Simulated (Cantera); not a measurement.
# Hydrogen reduction and annealing atmospheres: Cu2O + H2

Charge: 1 mol Cu2O, a varied amount of H2, at 0.000100 bar.

These are equilibrium values from Cantera (NASA tables, ideal gas, pure condensed phases), not measurements of a reactor. Candidate condensed phases: Cu, CuO, Cu(OH)2, Cu2O, H2O; 12 gas species. Mutual solubility and eutectic melting of coexisting phases are not modelled. Kinetics and transport are ignored.

Stable condensed phases:

```
T in K \ n(H2) in mol
         0.45 0.51 0.58 0.66 0.74 0.84 0.95  1.1  1.2  1.4  1.5  1.7    2
   2098     A    A    A    A    A    A    A    A    A    A    A    A    A
   2023     A    A    A    A    A    A    A    A    A    A    A    A    A
   1948     A    A    A    A    A    A    A    A    A    A    A    A    A
   1873     A    A    A    A    A    A    A    A    A    A    A    A    A
   1798     A    A    A    A    A    A    A    A    A    A    A    A    A
   1723     A    A    A    A    A    A    A    A    A    A    A    A    A
   1648     A    A    A    A    A    A    A    A    A    A    A    A    A
   1573     B    B    B    B    B    B    B    B    B    B    B    B    B
   1498     B    B    B    B    B    B    B    B    B    B    B    B    B
   1423     C    C    C    C    B    B    B    B    B    B    B    B    B
   1348     C    C    C    C    C    C    B    B    B    B    B    B    B
```

A: gas only; B: Cu; C: Cu + Cu2O.
